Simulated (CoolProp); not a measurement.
The numbers come from the reference Helmholtz-energy equation of state, Thol 2015 in CoolProp.

Task: For 1,2-dichloroethane, give the phase and the density (kg/m³), cp (kJ/(kg K)), speed of sound (m/s), expansivity (1/kK) at 388.9 K and 4020 kPa.

Result: 
- 388.9 K and 4020 kPa: liquid; density 1110, cp 1.40, speed of sound 871, expansivity 1.51
